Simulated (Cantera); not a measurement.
**Thermodynamics of thermal oxidation and active oxidation of silicon, feed Si + H2O + N2**

Input: 1 mol Si, 1.3 mol H2O, 29 mol N2, at 0.0930 bar.

Equilibrium computed with Cantera from the NASA thermochemical tables; the gas is ideal and each condensed phase is pure. Candidate condensed phases: H2O, Si, SiO2, Si2N2O, Si3N4; 35 gas species. N2 is the only nitrogen source here; it is nearly inert below about 1500 K, so the nitride shown seldom forms there in practice. Mutual solubility and eutectic melting of coexisting phases are not modelled. The tables hold silica as quartz up to 1696 K and as liquid above; real silica turns to tridymite and cristobalite and melts near 1996 K. Equilibrium is a limit: real reactors are often held back by kinetics, nucleation or transport.

From 973 K to 1673 K the condensed part is SiO2(β-quartz) + Si2N2O(s). At 1773 K the condensed part is SiO2(condensed).

| T (K) | x N2 | x H2 | x SiO | x H | x H2O | n SiO2(β-quartz) | n Si2N2O(s) | n SiO2(condensed) |
|---|---|---|---|---|---|---|---|---|
| 973 | 0.957 | 0.0432 | <1e-12 | 7.37e-10 | 2.51e-6 | 0.533 | 0.233 | 0 |
| 1073 | 0.957 | 0.0432 | 5.28e-12 | 9.55e-9 | 4.07e-6 | 0.533 | 0.233 | 0 |
| 1173 | 0.957 | 0.0432 | 6.77e-10 | 8.04e-8 | 6.03e-6 | 0.533 | 0.233 | 0 |
| 1273 | 0.957 | 0.0432 | 4.00e-8 | 4.86e-7 | 8.38e-6 | 0.533 | 0.233 | 0 |
| 1373 | 0.957 | 0.0432 | 1.29e-6 | 2.27e-6 | 1.11e-5 | 0.533 | 0.233 | 0 |
| 1473 | 0.957 | 0.0432 | 2.56e-5 | 8.62e-6 | 1.40e-5 | 0.533 | 0.233 | 0 |
| 1573 | 0.956 | 0.0432 | 0.000345 | 2.77e-5 | 1.72e-5 | 0.530 | 0.230 | 0 |
| 1673 | 0.954 | 0.0430 | 0.00338 | 7.74e-5 | 2.05e-5 | 0.499 | 0.199 | 0 |
| 1773 | 0.935 | 0.0418 | 0.0226 | 0.000191 | 2.55e-5 | 0 | 0 | 0.299 |
x: gas mole fraction; n: condensed amount in mol.
